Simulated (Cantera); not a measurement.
Mixture: CO : H2 : CH4 : O2 : N2 = 1 : 0.19 : 0.46 : 0.842 : 4.46 (molar parts), equivalence ratio 1.8, at 0.670 bar, adiabatic and at constant pressure. Ignition delay is the time to a rise of 400 K.

Computed with Cantera and GRI-Mech 3.0 (53 species, 325 reactions).

What does this change do: CH4 0.46 to 0.23 parts?


```
quantity                                                before      after
--------------------------------------------------  ----------  ---------
delay at 1275 K                                        3.79 ms   0.838 ms
delay at 1375 K                                        1.57 ms   0.431 ms
delay at 1475 K                                       0.736 ms   0.251 ms
delay at 1575 K                                       0.387 ms   0.159 ms
delay at 1675 K                                       0.222 ms   0.107 ms
delay at 1775 K                                       0.135 ms    75.5 µs
delay at 1875 K                                        85.4 µs    57.5 µs
apparent activation energy between 1675 and 1875 K  120 kJ/mol  81 kJ/mol
```

What does this change do: CH4 0.46 to 0.89 parts?


```
quantity                                                before       after
--------------------------------------------------  ----------  ----------
delay at 1275 K                                        3.79 ms     15.2 ms
delay at 1375 K                                        1.57 ms     5.12 ms
delay at 1475 K                                       0.736 ms     1.91 ms
delay at 1575 K                                       0.387 ms    0.819 ms
delay at 1675 K                                       0.222 ms    0.399 ms
delay at 1775 K                                       0.135 ms    0.215 ms
delay at 1875 K                                        85.4 µs    0.125 ms
apparent activation energy between 1675 and 1875 K  120 kJ/mol  150 kJ/mol
```
